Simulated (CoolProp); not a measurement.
Vapour pressure (MPa) of 1-butene: the reference equation beside estimates from Tc = 419.3 K, pc = 4.006 MPa, ω = 0.192.

The numbers come from the reference Helmholtz-energy equation of state, Lemmon 2005 in CoolProp. It is a short technical equation, of lower accuracy than the large ones.

```csv
T (K),reference,Lee-Kesler,van der Waals
193.9,0.001626,0.001564,0.06434
205.2,0.003870,0.003717,0.09614
216.5,0.008293,0.007988,0.1380
227.7,0.01619,0.01567,0.1908
239,0.02954,0.02876,0.2572
250.3,0.05061,0.04961,0.3379
261.6,0.08221,0.08109,0.4344
272.9,0.1275,0.1265,0.5481
284.2,0.1902,0.1896,0.6799
295.5,0.2740,0.2742,0.8312
306.8,0.3833,0.3847,1.003
318.1,0.5223,0.5252,1.196
```

Absolute difference from the reference over all 12 rows, mean and median: Lee-Kesler 1.9 and 1.7 %, van der Waals 977.7 and 498.0 %.
